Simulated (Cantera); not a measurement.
A freely propagating, adiabatic, planar premixed flame of CH4 : C2H6 : O2 : N2 = 1 : 0.79 : 3.4 : 12.8 (molar parts), unburnt at 375 K and 150 Torr; multicomponent+Soret transport, grid criteria slope 0.08 and curve 0.16, no radiation.

Computed with Cantera and GRI-Mech 3.0 (53 species, 325 reactions). Burning velocities carry a grid error of a few per cent, more on coarse grids.

Task: Predict: laminar burning velocity; thermal thickness; peak x(CH2CO); peak x(HO2).

Result: 
* **laminar burning velocity**: 50.9 cm/s
* **thermal thickness**: 1.96 mm
* **peak x(CH2CO)**: 0.000678
* **peak x(HO2)**: 0.000153
